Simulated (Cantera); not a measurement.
A perfectly stirred reactor is fed with CO : H₂ : O₂ : N₂ = 1 : 0.073 : 0.894 : 10.7 (molar parts), equivalence ratio 0.60, at 1.00 bar; it is adiabatic with a 600 K inlet, and is followed from long to short residence time, starting on the burning branch (τ in s: 0.34, 0.13, 0.052, 0.02, 0.0079, 0.0031, 0.0012, 0.00047, 0.00018, 7.2e-05, 2.8e-05, 1.1e-05).

Detailed kinetics in Cantera: GRI-Mech 3.0 (53 species, 325 reactions).

```json
[
 {"quantity": "blow-out, bracketed by the residence times tried", "before": "burning at 20.0 ms, out at 7.90 ms", "after": "not reached"},
 {"quantity": "x(CO) at τ = 0.340 s", "before": "0.00126", "after": "0.0527"},
 {"quantity": "x(H₂) at τ = 0.340 s", "before": "1.88e-5", "after": "0.00385"},
 {"quantity": "x(O₂) at τ = 0.340 s", "before": "0.0300", "after": "0.0471"},
 {"quantity": "x(H₂O₂) at τ = 0.340 s", "before": "7.19e-8", "after": "<1e-12"},
 {"quantity": "x(OH) at τ = 0.340 s", "before": "8.44e-5", "after": "<1e-12"},
 {"quantity": "x(CO) at τ = 1.20 ms", "before": "0.0789", "after": "0.0527"},
 {"quantity": "x(H₂) at τ = 1.20 ms", "before": "0.00576", "after": "0.00385"},
 {"quantity": "x(O₂) at τ = 1.20 ms", "before": "0.0706", "after": "0.0471"},
 {"quantity": "x(H₂O₂) at τ = 1.20 ms", "before": "<1e-12", "after": "<1e-12"},
 {"quantity": "x(OH) at τ = 1.20 ms", "before": "<1e-12", "after": "<1e-12"},
 {"quantity": "state", "before": "not reached", "after": "not burning at any residence time tried"}
]
```

Q: Which change was made?
A) inlet temperature 600 to 525 K
B) N2 10.7 to 17 parts
C) pressure from 1.00 bar to 0.300 bar
D) N2 10.7 to 16 parts

A: B, N2 10.7 to 17 parts
